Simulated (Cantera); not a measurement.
Charge: 1 mol Ca(OH)2, 4.5 mol H2, equilibrated at 1698.15 K and 47.0 Pa.

Method: chemical equilibrium by Gibbs-energy minimisation in Cantera with the NASA 1993 tables (ideal gas, pure condensed phases). Candidate condensed phases: Ca, CaO, Ca(OH)2, H2O; 14 gas species. Rates play no part.

Base state: H2 0.813, H2O 0.181, H 0.00602, OH 6.90e-5 (mole fractions); condensed: CaO(s).

Task: What changes in the equilibrium state with this change: temperature from 1698.15 K to 1100 K?

Result: 
```
species       before    after
-----------  -------  -------
H2             0.813    0.818
H2O            0.181    0.182
H            0.00602  1.08e-6
OH           6.90e-5  1.07e-9
CaO(s), mol    1.000     1.00
```
